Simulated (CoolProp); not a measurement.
The fluid at 293.15 K and 0.587 MPa (liquid) is heated at constant pressure to 381.7 K. The same conditions are run with several fluids, on thermodynamics alone (safety and materials aside).

Computed with CoolProp (reference Helmholtz-energy equation of state of each fluid (toluene: Lemmon 2006; 1,2-dichloroethane: Thol 2015; propylene glycol: Eisenbach 2021; cyclopentane: Gedanitz 2015; R1336mzz(Z): McLinden 2020)).

```tsv
fluid	heat (kJ/kg)	final phase	final density (kg/m³)
toluene	162	liquid	782
1,2-dichloroethane	119	liquid	1120
propylene glycol	240	liquid	966
cyclopentane	179	liquid	649
R1336mzz(Z)	243	gas	35.4
```
